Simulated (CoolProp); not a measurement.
Vapour-liquid equilibrium of R134a (1) + R124 (2) at 50.15 °C; x and y are mole fractions of (1).

Model: multi-fluid Helmholtz-energy mixture model, Tillner-Roth 1994 and de Vries 1995; pair parameters Bell 2016, in CoolProp.

Question: Give the bubble pressure and the first vapour's composition at x = 0.05, 0.25, 0.75. Is there an azeotrope?

Answer: x = 0.05: 0.8114 MPa, y = 0.080; x = 0.25: 0.9361 MPa, y = 0.346; x = 0.75: 1.207 MPa, y = 0.808. No azeotrope shows between x = 0.05 and 0.95.

The pair parameters rest on a limited set of measurements; away from them the model extrapolates.
